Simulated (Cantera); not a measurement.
A perfectly stirred reactor is fed with 12.5 % CH4, 87.5 % N2, at 0.0170 bar; it is held at 1825 K, and followed from long to short residence time.

Model: GRI-Mech 3.0 (53 species, 325 reactions), integrated in Cantera. GRI-Mech 3.0 stops at C3 and has no aromatics, soot or wall deposition, so with more carbon than oxygen in the feed, carbon stays in small species such as C2H2 where larger ones or solid carbon would form. Radical loss at walls, strong at low pressure, is not modelled.

Q: Predict: x(CH4) at τ = 2.70 s; x(C2H2) at τ = 2.70 s; x(CH2) at τ = 2.70 s; x(C2H) at τ = 2.70 s; x(HCN) at τ = 2.70 s; x(CH4) at τ = 18.0 ms; x(C2H2) at τ = 18.0 ms; x(CH2) at τ = 18.0 ms; x(C2H) at τ = 18.0 ms; x(HCN) at τ = 18.0 ms.

A: 
```json
{
 "x(CH4) at τ = 2.70 s": "0.00598",
 "x(C2H2) at τ = 2.70 s": "0.0526",
 "x(CH2) at τ = 2.70 s": "1.92e-6",
 "x(C2H) at τ = 2.70 s": "2.01e-6",
 "x(HCN) at τ = 2.70 s": "0.000114",
 "x(CH4) at τ = 18.0 ms": "0.0954",
 "x(C2H2) at τ = 18.0 ms": "0.00850",
 "x(CH2) at τ = 18.0 ms": "3.27e-6",
 "x(C2H) at τ = 18.0 ms": "1.69e-7",
 "x(HCN) at τ = 18.0 ms": "1.68e-7"
}
```
